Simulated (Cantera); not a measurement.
A closed system holds: 1 mol SiCl4, 43 mol H2, held at 2273.15 K and 0.490 bar.

These are equilibrium values from Cantera (NASA tables, ideal gas, pure condensed phases), not measurements of a reactor. Candidate condensed phases: Si; 19 gas species. The tables' values for SiCl, SiCl3 are old estimates; treat these amounts as uncertain. Gases not in the tables: Si2H6 and higher silanes. Rates play no part.

Base state: H2 0.907, HCl 0.0683, H 0.0114, SiCl2 0.00923, Si 0.00149, SiCl 0.000699, Cl 0.000621, SiH 0.000384 (mole fractions); condensed: Si(l).

What changes in the equilibrium state with this change: pressure from 0.490 bar to 0.0730 bar?


```csv
species,before,after
H2,0.907,0.882
HCl,0.0683,0.0661
H,0.0114,0.0292
Si,0.00149,0.00963
Si2,2.75e-5,0.000170
Si3,5.20e-6,3.09e-5
SiCl3,4.59e-5,1.61e-5
"Si(l), mol",0.442,0
```
